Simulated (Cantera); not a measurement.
A Cantera script and what it prints.

```python
import numpy as np
import cantera as ct

gas_names = """
    B BF BF2 BF3 BN BO BOF BOF2 BO2 B2 B2O B2O2 B2O3 B3O3F3 F FO FO2 F2 F2O N NF NF2 NF3 NO NO2 NO3 N2
    N2O O O2 O3
""".split()
cond_names = """
    B(b) B(L) BN(s) B2O3(L)
""".split()


def load(file, names, dense=False):
    # The tables refer to 1 bar. Condensed volumes are neglected.
    table = {s.name: s for s in ct.Species.list_from_file(file)}
    out = []
    for n in names:
        d = dict(table[n].input_data)
        d["thermo"] = dict(d["thermo"], **{"reference-pressure": 1e5})
        if dense:
            d["equation-of-state"] = {"model": "constant-volume", "density": "1e6 g/cm^3"}
        out.append(ct.Species.from_dict(d))
    return out


gas = ct.Solution(thermo="ideal-gas", species=load("nasa_gas.yaml", gas_names))
cond = {s.name: ct.Solution(thermo="fixed-stoichiometry", species=[s], name=s.name)
        for s in load("nasa_condensed.yaml", cond_names, dense=True)}
atoms = {
    'BF3': {'B': 1, 'F': 3},
    'O2': {'O': 2},
    'N2': {'N': 2},
}
top_T = {'BN(s)': 3200}  # K; cautious upper limits of use, not melting points


def equilibrate(T, P, feed):
    n = {}
    for name, mol in feed.items():
        for a, k in atoms[name].items():
            n[a] = n.get(a, 0.0) + k * mol
    gas.TPX = T, P, n
    mass = sum(n.values()) * gas.mean_molecular_weight
    gas.equilibrate("TP")
    valid = [c for c in cond.values() if c.min_temp <= T <= top_T.get(c.name, c.max_temp)]
    mix = ct.Mixture([(gas, mass / gas.mean_molecular_weight)] + [(c, 0.0) for c in valid])
    mix.T, mix.P = T, P
    mix.equilibrate("TP", solver="vcs", rtol=1e-11, max_steps=5000)
    return mix


results = []
feed = {'BF3': 1, 'O2': 9.3, 'N2': 0.28}  # mol
P = 710  # Pa
for T in [1750, 1800, 1850, 1900, 1950, 2000, 2050, 2100, 2150]:
    mix = equilibrate(T, P, feed)
    results.append((T, P, feed, dict(zip(mix.species_names, mix.species_moles))))
    x = sorted(zip(gas.X, gas.species_names), reverse=True)
    print(f"T = {T:g} K  P = {P:g} Pa  gas = {mix.phase_moles(0):.4g} mol")
    print("   x: " + "  ".join(f"{s} {v:.3e}" for v, s in x if v > 1e-06))
    print("   condensed (mol): " + ("  ".join(f"{mix.phase(i).name} {mix.phase_moles(i):.4g}"
          for i in range(1, mix.n_phases) if mix.phase_moles(i) > 1e-12) or "none"))
```

It prints:

```
T = 1750 K  P = 710 Pa  gas = 10.6 mol
   x: O2 8.755e-01  BF3 9.314e-02  N2 2.576e-02  F 2.329e-03  NO 1.289e-03  BOF 1.154e-03  O 8.307e-04  BOF2 2.128e-05
   condensed (mol): none
T = 1800 K  P = 710 Pa  gas = 10.62 mol
   x: O2 8.737e-01  BF3 9.237e-02  N2 2.561e-02  F 3.632e-03  BOF 1.801e-03  NO 1.528e-03  O 1.350e-03  BOF2 2.823e-05
   condensed (mol): none
T = 1850 K  P = 710 Pa  gas = 10.64 mol
   x: O2 8.711e-01  BF3 9.125e-02  N2 2.543e-02  F 5.520e-03  BOF 2.741e-03  O 2.136e-03  NO 1.794e-03  BOF2 3.677e-05
   condensed (mol): none
T = 1900 K  P = 710 Pa  gas = 10.66 mol
   x: O2 8.674e-01  BF3 8.966e-02  N2 2.522e-02  F 8.191e-03  BOF 4.071e-03  O 3.297e-03  NO 2.085e-03  BOF2 4.703e-05  BF2 1.564e-06
   condensed (mol): none
T = 1950 K  P = 710 Pa  gas = 10.7 mol
   x: O2 8.623e-01  BF3 8.747e-02  N2 2.496e-02  F 1.187e-02  BOF 5.906e-03  O 4.975e-03  NO 2.399e-03  BOF2 5.905e-05  BF2 2.911e-06
   condensed (mol): none
T = 2000 K  P = 710 Pa  gas = 10.76 mol
   x: O2 8.554e-01  BF3 8.452e-02  N2 2.467e-02  F 1.683e-02  BOF 8.377e-03  O 7.344e-03  NO 2.735e-03  BOF2 7.271e-05  BF2 5.213e-06  BO2 1.004e-06
   condensed (mol): none
T = 2050 K  P = 710 Pa  gas = 10.83 mol
   x: O2 8.463e-01  BF3 8.065e-02  N2 2.432e-02  F 2.334e-02  BOF 1.162e-02  O 1.062e-02  NO 3.089e-03  BOF2 8.771e-05  BF2 8.992e-06  BO2 1.814e-06
   condensed (mol): none
T = 2100 K  P = 710 Pa  gas = 10.92 mol
   x: O2 8.344e-01  BF3 7.569e-02  F 3.164e-02  N2 2.391e-02  BOF 1.576e-02  O 1.507e-02  NO 3.456e-03  BOF2 1.034e-04  BF2 1.493e-05  BO2 3.179e-06  FO 1.291e-06
   condensed (mol): none
T = 2150 K  P = 710 Pa  gas = 11.04 mol
   x: O2 8.193e-01  BF3 6.953e-02  F 4.192e-02  N2 2.344e-02  O 2.099e-02  BOF 2.088e-02  NO 3.829e-03  BOF2 1.189e-04  BF2 2.383e-05  BO2 5.416e-06  FO 1.752e-06
   condensed (mol): none
```

Method: chemical equilibrium by Gibbs-energy minimisation in Cantera with the NASA 1993 tables (ideal gas, pure condensed phases). The tables' values for BF2 are old estimates; treat these amounts as uncertain.
